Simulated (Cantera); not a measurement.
Input: 1 mol V₂O₃, 420 mol H₂, at 35.0 Pa.

Equilibrium computed with Cantera from the NASA thermochemical tables; the gas is ideal and each condensed phase is pure. Candidate condensed phases: H₂O, V, VO, V₂O₃, V₂O₄, V₂O₅; 12 gas species. VO: taken at fixed stoichiometry. The numbers say what is thermodynamically allowed, not how fast it happens. All values below are at 1650 K.

Base state: H₂ 0.993, H 0.00484, H₂O 0.00236, VO₂ 1.55e-5 (mole fractions); condensed: VO(s).

### Question
What changes in the equilibrium state with this change: V₂O₃ replaced by Ta₂O₅?

### Answer
| species | before | after |
|---|---|---|
| H₂ | 0.993 | 0.995 |
| H | 0.00484 | 0.00484 |
| H₂O | 0.00236 | 0.000279 |
| VO₂ | 1.55e-5 | 0 |
| VO(s), mol | 1.99 | 0 |
| Ta(s), mol | 0 | 0.0467 |
| Ta₂O₅(s), mol | 0 | 0.976 |
Mutual solubility and eutectic melting of coexisting phases are not modelled. Condensed phases not in the tables: N, O or C dissolved in the metal. Further candidate phases: Ta, Ta₂O₅.
